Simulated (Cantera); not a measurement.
Charge: 1 mol NaCl, 0.55 mol H2O, 0.82 mol H2, held at 1250 K and 10.0 mbar.

Cantera equilibrium calculation (NASA polynomials, part measured and part estimated; ideal gas, pure solids and liquids). Candidate condensed phases: H2O, Na, NaCl, NaOH, NaO2, Na2O, Na2O2; 23 gas species. Equilibrium is a limit: real reactors are often held back by kinetics, nucleation or transport.

Base state: H2 0.365, NaCl 0.327, H2O 0.245, Na2Cl2 0.0591, HCl 0.00171, Na 0.00154, NaOH 0.000170 (mole fractions); condensed: gas only.

Question: What changes in the equilibrium state with this change: temperature from 1250 K to 1798 K?

Answer: 
```
species   before     after
-------  -------  --------
NaCl       0.327     0.384
H2         0.365     0.325
H2O        0.245     0.228
Na2Cl2    0.0591  0.000269
Na       0.00154    0.0298
HCl      0.00171    0.0304
Cl       1.17e-8  0.000144
OH       2.02e-8   9.25e-5
H        2.92e-6   0.00201
NaH      3.78e-7   1.12e-5
```

Question: What changes in the equilibrium state with this change: temperature from 1250 K to 723 K?

Answer: 
```
species         before    after
------------  --------  -------
H2               0.365    0.599
H2O              0.245    0.401
NaCl             0.327  2.46e-7
Na2Cl2          0.0591  3.74e-8
Na             0.00154    <1e-9
HCl            0.00171  4.96e-9
NaOH          0.000170  4.39e-9
NaCl(s), mol         0     1.00
```
